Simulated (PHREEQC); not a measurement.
0.1 g of hydrous ferric oxide (600 m²/g; 0.2 weak and 0.005 strong sites per Fe, Dzombak-Morel constants, diffuse double layer) in 1 kg of water with 0.005 mol/kgw of an inert sodium salt and 0.0002 mol/kgw SrCl2 and 1.3e-06 mol/kgw ZnSO4, at 25 °C; the pH is set by adding NaOH or the inert anion's acid. O2 is buffered at 0.21 atm. No CO2 enters from the air. Nothing may precipitate in this run.

The series has 13 steps of pH, from 3 to 9.

Computed with PHREEQC (ion-association model, wateq4f.dat).

Task: Near which pH is half of the S sorbed, and on which side is more sorbed?

Result: Near pH 6.4, with more sorbed at lower pH.

Task: Near which pH is half of the Zn sorbed, and on which side is more sorbed?

Result: Near pH 6.2, with more sorbed at higher pH.

The oxide is taken as insoluble; below pH 4 it would dissolve.
